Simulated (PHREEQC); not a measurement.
Solution (25 °C): 0.013 mol ZnSO4 and 0.25 mol NaCl per kg of water. Closed to the air; pH follows from the charge balance.

Equilibrium calculation in PHREEQC: ion-association model, phreeqc.dat.

Precipitation was switched off in this run.

Q: Predict the pH.

A: pH 5.48.

Q: In which forms is S present?

A: SO4-2 67 %, NaSO4- 22 %, ZnSO4 9.6 %, Zn(SO4)2-2 1.3 % of the S.
